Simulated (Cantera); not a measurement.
A perfectly stirred reactor is fed with 21.3 % CH₄, 61.7 % CO₂, 17.0 % H₂, at 25.0 bar; it is held at 1775 K, and followed from long to short residence time.

Computed with Cantera and GRI-Mech 3.0 (53 species, 325 reactions). The pressure lies above the range GRI-Mech 3.0 was tuned for (to about 10 atm).

One state of this run: x CH₄ = 0.0105; x CO₂ = 0.115; x H₂ = 0.213; x C₂H₆ = 3.65e-6; x H = 2.66e-5; x OH = 1.50e-6. x: mole fraction; the columns are a selection and need not sum to one.

Task: Which value of τ (s) does it belong to?
A) 0.035
B) 0.090
C) 0.23
D) 0.58

Result: D, 0.58
